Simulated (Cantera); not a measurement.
An adiabatic, constant-pressure homogeneous reactor starts with H₂ : O₂ : N₂ = 1 : 1.56 : 5.88 (molar parts), equivalence ratio 0.32, at 1600 K and 4.93 atm. Integrator tolerance rtol = 1e-08.

Model: the H2/O2 subset of GRI-Mech 3.0, which has no nitrogen chemistry, integrated in Cantera. The hydrogen kinetics of GRI-Mech 3.0 are dated; newer H2 mechanisms differ, most at raised pressure.

Task: What does this change do: initial temperature 1600 to 1498 K?

Result: 
| quantity | before | after |
|---|---|---|
| time of steepest temperature rise | 2.44 µs | 3.34 µs |
| temperature at 4.00 s | 2386 K | 2301 K |
| equilibrium temperature | 2386 K | 2301 K |
| x(H₂) at 4.00 s | 0.000504 (gas-phase equilibrium 0.000504) | 0.000317 (gas-phase equilibrium 0.000317) |
| x(O₂) at 4.00 s | 0.131 (gas-phase equilibrium 0.131) | 0.132 (gas-phase equilibrium 0.132) |
| x(OH) at 4.00 s | 0.00654 (gas-phase equilibrium 0.00654) | 0.00486 (gas-phase equilibrium 0.00486) |
| x(H₂O₂) at 4.00 s | 5.37e-7 (gas-phase equilibrium 5.37e-7) | 4.42e-7 (gas-phase equilibrium 4.42e-7) |
| x(H₂O) at 4.00 s | 0.122 (gas-phase equilibrium 0.122) | 0.123 (gas-phase equilibrium 0.123) |
| x(O) at 4.00 s | 0.00131 (gas-phase equilibrium 0.00131) | 0.000814 (gas-phase equilibrium 0.000814) |
